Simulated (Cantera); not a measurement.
Feed: 1 mol SiH₂Cl₂, 0.049 mol HCl, 170 mol H₂, equilibrated at 1430 Torr.

Cantera equilibrium calculation (NASA polynomials, part measured and part estimated; ideal gas, pure solids and liquids). Candidate condensed phases: Si; 19 gas species. Gases not in the tables: Si₂H₆ and higher silanes. Rates play no part.

Over these rows the condensed part is Si(s). Partial pressures as log10 of bar:

```tsv
T (K)	1000/T (1/K)	log p SiH₂Cl₂	log p H₂	log p HCl
1175	0.8511	-3.31	0.27	-1.82
1275	0.7843	?	0.27	-1.72
1375	0.7273	-3.92	0.27	-1.69
1475	0.6780	-4.25	0.27	-1.68
1575	0.6349	-4.55	0.27	-1.68
1675	0.5970	-4.82	0.27	-1.68
```

**Question.** Fit log p(SiH₂Cl₂) = a + b·(1000/T) to the five rows, give the apparent enthalpy, and predict the row at 1275 K.

**Answer.** Means: 1000/T = 0.6977, log p = -4.170. Sxy = 0.230219, Sxx = 0.0388801, so b = 5.92 and a = -4.170 − (5.92)×0.6977 = -8.30.
Apparent enthalpy: −19.145 × (5.92) = -113 kJ/mol. With the condensed phases at unit activity, Si(s) + 2 HCl(g) = SiH₂Cl₂(g) links this pressure to the main gases: over the six rows their terms move log p by +0.28 in all, so the slope isn't that reaction's ΔH° alone. The five rows lie within 0.07 of the line.
Prediction at 1275 K: -8.30 + (5.92)×0.7843 = -3.66. The computed value is -3.58, 0.08 from the line.
